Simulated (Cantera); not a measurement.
Standard-state values (1 bar) from the NASA 1993 polynomials, evaluated with Cantera. Values are per mole of reaction as written; species without (g) are pure solids or liquids, kept so even where they would boil at 1 bar.

V2O5 + 2 NO(g) ⇌ V2O3 + 2 NO2(g)

```json
[
 {"T (K)": "1500", "ΔH° (kJ)": "?", "ΔS° (J/K)": "?", "ΔG° (kJ)": "?", "log10 K": "?", "condensed phases": "V2O5(l), V2O3(s)"},
 {"T (K)": "1700", "ΔH° (kJ)": "?", "ΔS° (J/K)": "?", "ΔG° (kJ)": "?", "log10 K": "?", "condensed phases": "V2O5(l), V2O3(s)"},
 {"T (K)": "1900", "ΔH° (kJ)": "146.7", "ΔS° (J/K)": "-55.7", "ΔG° (kJ)": "252.5", "log10 K": "-6.94", "condensed phases": "V2O5(l), V2O3(s)"},
 {"T (K)": "2100", "ΔH° (kJ)": "151.1", "ΔS° (J/K)": "-53.5", "ΔG° (kJ)": "263.4", "log10 K": "-6.55", "condensed phases": "V2O5(l), V2O3(s)"},
 {"T (K)": "2300", "ΔH° (kJ)": "?", "ΔS° (J/K)": "?", "ΔG° (kJ)": "?", "log10 K": "?", "condensed phases": "V2O5(l), V2O3(s)"},
 {"T (K)": "2500", "ΔH° (kJ)": "277.2", "ΔS° (J/K)": "0.5", "ΔG° (kJ)": "275.9", "log10 K": "-5.76", "condensed phases": "V2O5(l), V2O3(l)"},
 {"T (K)": "2700", "ΔH° (kJ)": "279.5", "ΔS° (J/K)": "1.4", "ΔG° (kJ)": "275.7", "log10 K": "-5.33", "condensed phases": "V2O5(l), V2O3(l)"},
 {"T (K)": "2900", "ΔH° (kJ)": "282.0", "ΔS° (J/K)": "2.3", "ΔG° (kJ)": "275.3", "log10 K": "-4.96", "condensed phases": "V2O5(l), V2O3(l)"}
]
```

Q: Some entries are withheld; supply them.

A: 
- 1500, ΔH° (kJ): 142.5
- 1500, ΔS° (J/K): -58.1
- 1500, ΔG° (kJ): 229.6
- 1500, log10 K: -8.00
- 1700, ΔH° (kJ): 143.9
- 1700, ΔS° (J/K): -57.2
- 1700, ΔG° (kJ): 241.2
- 1700, log10 K: -7.41
- 2300, ΔH° (kJ): 156.9
- 2300, ΔS° (J/K): -50.8
- 2300, ΔG° (kJ): 273.9
- 2300, log10 K: -6.22
